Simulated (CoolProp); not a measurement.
Vapour-liquid equilibrium of n-hexane (1) + cyclohexane (2) at 0.801 MPa; x and y are mole fractions of (1).

Model: multi-fluid Helmholtz-energy mixture model, Thol 2019 and Zhou 2014; pair parameters Bell 2016, in CoolProp.

| x | bubble temperature, mixture model (K) | bubble temperature, Raoult's law (K) | y, mixture model | y, Raoult's law |
|---|---|---|---|---|
| 0.05 | 441.4 | 441.6 | 0.066 | 0.066 |
| 0.2 | 438.3 | 438.8 | 0.247 | 0.253 |
| 0.35 | 435.5 | 436.2 | 0.409 | 0.422 |
| 0.5 | [?] | 433.8 | 0.558 | 0.575 |
| 0.65 | 430.9 | 431.4 | [?] | 0.716 |
| 0.8 | 428.8 | 429.2 | [?] | 0.845 |
| 0.95 | 426.9 | 427.0 | 0.959 | 0.963 |

**Question.** What belongs in the gaps?

**Answer.** 
- 0.5, bubble temperature, mixture model (K): 433.1
- 0.65, y, mixture model: 0.698
- 0.8, y, mixture model: 0.831

The largest gap from Raoult's law is -0.7 K in bubble temperature, at x = 0.35. No azeotrope shows between x = 0.05 and 0.95.

Pair parameters are fitted to limited data, so mixtures are less certain than the pure fluids.
